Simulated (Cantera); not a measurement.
A freely propagating, adiabatic, planar premixed flame of CO : H2 : O2 : N2 = 1 : 1.1 : 0.955 : 3.59 (molar parts), unburnt at 550 K and 0.987 atm; multicomponent+Soret transport, grid criteria slope 0.08 and curve 0.16, no radiation.

Detailed kinetics in Cantera: GRI-Mech 3.0 (53 species, 325 reactions). Burning velocities carry a grid error of a few per cent, more on coarse grids.

Task: Predict: laminar burning velocity; thermal thickness; peak x(H); peak x(H2O2).

Result: laminar burning velocity: 370 cm/s
thermal thickness: 0.533 mm
peak x(H): 0.0335
peak x(H2O2): 2.47e-5
